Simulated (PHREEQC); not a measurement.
# Copper plating or etch bath (model solution)

Dissolve 0.077 mol/kgw CuSO4 and 0.00022 mol/kgw HCl at 8.4 °C. Closed to the air; pH follows from the charge balance.

Computed with PHREEQC (ion-association model, phreeqc.dat).

Each row changes one thing in this solution. Precipitation was switched off in this run.

```tsv
case	pH	ionic strength (mol/kgw)	SO4-2 (mol/kgw)	HSO4- (mol/kgw)
as made	4.04	0.169	0.0421	0.000111
temperature from 8.4 to 25 °C	4.10	0.164	0.0409	0.000132
CuSO4 replaced by K2SO4 at the same molality	4.13	0.205	0.0637	0.000129
```

Species that the database lacks are ignored. Constants without temperature data keep their 25 °C values here.
